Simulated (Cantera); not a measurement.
A Cantera script and what it prints.

```python
import numpy as np
import cantera as ct

gas_names = [...]  # 87 gases of nasa_gas.yaml made of C, H, Si
cond_names = """
    C(gr) C6H6(L) C7H8(L) C8H18(L),n-octa Si(cr) Si(L) SiC(b)
""".split()


# ... load() reads the species with a 1 bar reference pressure and builds the phases ...
atoms = {
    'SiC': {'Si': 1, 'C': 1},
    'Si': {'Si': 1},
    'H2': {'H': 2},
}
top_T = {'C(gr)': 4500, 'SiC(b)': 3050}  # K; cautious upper limits of use, not melting points


# ... equilibrate(T, P, feed) seeds the gas with the atoms and calls Mixture.equilibrate('TP', solver="vcs", rtol=1e-11, max_steps=5000) ...
results = []
T = 2400  # K
P = 1333.22  # Pa
for m in [0.0032, 0.0052, 0.0086, 0.014, 0.024, 0.039, 0.065, 0.11]:
    feed = {'SiC': 1, 'Si': m, 'H2': 0.028}  # mol
    mix = equilibrate(T, P, feed)
    results.append((T, P, feed, dict(zip(mix.species_names, mix.species_moles))))

top = {s: max(r[3][s] / sum(r[3][g] for g in gas_names) for r in results) for s in gas_names}
cols = sorted((s for s in top if top[s] > 1e-05), key=lambda s: -top[s])[:8]
seen = [c for c in cond_names if any(r[3].get(c, 0) > 1e-12 for r in results)]
print("log10 of partial pressures in bar; condensed amounts in mol")
print(f"{'n(Si)':>10s}" + "".join(f"{s[:9]:>10s}" for s in cols + seen))
for T, P, feed, n in results:
    ng = sum(n[g] for g in gas_names)
    print(f"{feed['Si']:10.4g}" + "".join(f"{np.log10(max(n[s] / ng * P / 1e5, 1e-99)):10.3f}" for s in cols)
          + "".join(f"{n.get(c, 0):10.4g}" for c in seen))
```

Output:

```
log10 of partial pressures in bar; condensed amounts in mol
     n(Si)        H2        Si         H      Si2C       SiH       Si2      SiC2 C2H2,acet     Si(L)    SiC(b)
    0.0032    -1.984    -2.946    -2.791    -3.907    -4.447    -4.870    -4.550    -5.028         0    0.9995
    0.0052    -2.010    -2.774    -2.803    -3.735    -4.288    -4.526    -4.721    -5.397         0    0.9994
    0.0086    -2.034    -2.662    -2.816    -3.624    -4.189    -4.303    -4.833    -5.645  0.001374    0.9992
     0.014    -2.034    -2.662    -2.816    -3.624    -4.189    -4.303    -4.833    -5.645  0.006774    0.9992
     0.024    -2.034    -2.662    -2.816    -3.624    -4.189    -4.303    -4.833    -5.645   0.01677    0.9992
     0.039    -2.034    -2.662    -2.816    -3.624    -4.189    -4.303    -4.833    -5.645   0.03177    0.9992
     0.065    -2.034    -2.662    -2.816    -3.624    -4.189    -4.303    -4.833    -5.645   0.05777    0.9992
      0.11    -2.034    -2.662    -2.816    -3.624    -4.189    -4.303    -4.833    -5.645    0.1028    0.9992
```

Cantera equilibrium calculation (NASA polynomials, part measured and part estimated; ideal gas, pure solids and liquids). Mutual solubility and eutectic melting of coexisting phases are not modelled. Gases not in the tables: Si2H6 and higher silanes.
